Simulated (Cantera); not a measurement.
What does this Cantera script print?

```python
import numpy as np
import cantera as ct

gas_names = """
    H H2 Si SiH SiH2 SiH3 SiH4 Si2 Si3
""".split()
cond_names = """
    Si(cr) Si(L)
""".split()


# ... load() reads the species with a 1 bar reference pressure and builds the phases ...
atoms = {
    'Si': {'Si': 1},
    'H2': {'H': 2},
}
top_T = {}  # K; cautious upper limits of use, not melting points


# ... equilibrate(T, P, feed) seeds the gas with the atoms and calls Mixture.equilibrate('TP', solver="vcs", rtol=1e-11, max_steps=5000) ...
results = []
feed = {'Si': 1, 'H2': 1.5}  # mol
T = 973  # K
P = 1300000  # Pa
mix = equilibrate(T, P, feed)
results.append((T, P, feed, dict(zip(mix.species_names, mix.species_moles))))
print(gas.report(threshold=1e-05))
for i in range(1, mix.n_phases):
    print(f"{mix.phase(i).name:16s} {mix.phase_moles(i):12.5e} mol")
```

Output:

```
       temperature   973 K
          pressure   1.3e+06 Pa
           density   0.32398 kg/m^3
  mean mol. weight   2.0161 kg/kmol
   phase of matter   gas

                          1 kg             1 kmol
                     ---------------   ---------------
          enthalpy        9.8567e+06        1.9873e+07  J
   internal energy        5.8441e+06        1.1783e+07  J
           entropy             71466        1.4409e+05  J/K
    Gibbs function       -5.9679e+07       -1.2032e+08  J
 heat capacity c_p             14953             30147  J/K
 heat capacity c_v             10829             21833  J/K

                      mass frac. Y      mole frac. X     chem. pot. / RT
                     ---------------   ---------------   ---------------
                H2           0.99992                 1           -14.873
     [   +8 minor]        7.8946e-05        4.9561e-06

Si(cr)            9.99993e-01 mol
```

These are equilibrium values from Cantera (NASA tables, ideal gas, pure condensed phases), not measurements of a reactor.
